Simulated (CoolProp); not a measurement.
Computed with CoolProp (reference Helmholtz-energy equation of state, Tillner-Roth 1997).

### Question
Give the vapour pressure (MPa), liquid density (kg/m³), vapour density (kg/m³), vapour viscosity (µPa s) of saturated CH2F2 (R32) at 289.8 K.

### Answer
```csv
T (K),p (MPa),liquid density (kg/m³),vapour density (kg/m³),vapour viscosity (µPa s)
289.8,1.34,995,37.0,13.3
```

Viscosity comes from a separate model (Bell 2016), an estimate that may be off by 10 % or more.
